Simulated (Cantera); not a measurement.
Input (Python, Cantera) and output of one run.

```python
import numpy as np
import cantera as ct

gas_names = """
    B BCL BCL2 BCL3 BN B2 CL CL2 N N2
""".split()
cond_names = """
    B(b) B(L) BN(s)
""".split()


# ... load() reads the species with a 1 bar reference pressure and builds the phases ...
atoms = {
    'BN': {'B': 1, 'N': 1},
    'Cl2': {'CL': 2},
    'N2': {'N': 2},
}
top_T = {'BN(s)': 3200}  # K; cautious upper limits of use, not melting points


# ... equilibrate(T, P, feed) seeds the gas with the atoms and calls Mixture.equilibrate('TP', solver="vcs", rtol=1e-11, max_steps=5000) ...
results = []
T = 1150  # K
P = 84000  # Pa
for m in [1.7, 2.4, 3.4, 4.9, 6.9, 9.8, 14, 20, 28]:
    feed = {'BN': 1, 'Cl2': 4.1, 'N2': m}  # mol
    mix = equilibrate(T, P, feed)
    results.append((T, P, feed, dict(zip(mix.species_names, mix.species_moles))))
    x = sorted(zip(gas.X, gas.species_names), reverse=True)
    print(f"T = {T:g} K  P = {P:g} Pa  n(N2) = {m:g} mol  gas = {mix.phase_moles(0):.4g} mol")
    print("   x: " + "  ".join(f"{s} {v:.3e}" for v, s in x if v > 0.001))
    print("   condensed (mol): " + ("  ".join(f"{mix.phase(i).name} {mix.phase_moles(i):.4g}"
          for i in range(1, mix.n_phases) if mix.phase_moles(i) > 1e-12) or "none"))
```

Output:

```
T = 1150 K  P = 84000 Pa  n(N2) = 1.7 mol  gas = 5.806 mol
   x: CL2 4.468e-01  N2 3.789e-01  BCL3 1.722e-01  CL 2.000e-03
   condensed (mol): none
T = 1150 K  P = 84000 Pa  n(N2) = 2.4 mol  gas = 6.506 mol
   x: N2 4.457e-01  CL2 3.987e-01  BCL3 1.537e-01  CL 1.889e-03
   condensed (mol): none
T = 1150 K  P = 84000 Pa  n(N2) = 3.4 mol  gas = 7.507 mol
   x: N2 5.195e-01  CL2 3.455e-01  BCL3 1.332e-01  CL 1.759e-03
   condensed (mol): none
T = 1150 K  P = 84000 Pa  n(N2) = 4.9 mol  gas = 9.007 mol
   x: N2 5.995e-01  CL2 2.879e-01  BCL3 1.110e-01  CL 1.605e-03
   condensed (mol): none
T = 1150 K  P = 84000 Pa  n(N2) = 6.9 mol  gas = 11.01 mol
   x: N2 6.722e-01  CL2 2.355e-01  BCL3 9.084e-02  CL 1.452e-03
   condensed (mol): none
T = 1150 K  P = 84000 Pa  n(N2) = 9.8 mol  gas = 13.91 mol
   x: N2 7.405e-01  CL2 1.863e-01  BCL3 7.190e-02  CL 1.291e-03
   condensed (mol): none
T = 1150 K  P = 84000 Pa  n(N2) = 14 mol  gas = 18.11 mol
   x: N2 8.007e-01  CL2 1.430e-01  BCL3 5.522e-02  CL 1.131e-03
   condensed (mol): none
T = 1150 K  P = 84000 Pa  n(N2) = 20 mol  gas = 24.11 mol
   x: N2 8.502e-01  CL2 1.073e-01  BCL3 4.147e-02
   condensed (mol): none
T = 1150 K  P = 84000 Pa  n(N2) = 28 mol  gas = 32.11 mol
   x: N2 8.875e-01  CL2 8.054e-02  BCL3 3.114e-02
   condensed (mol): none
```

These are equilibrium values from Cantera (NASA tables, ideal gas, pure condensed phases), not measurements of a reactor.
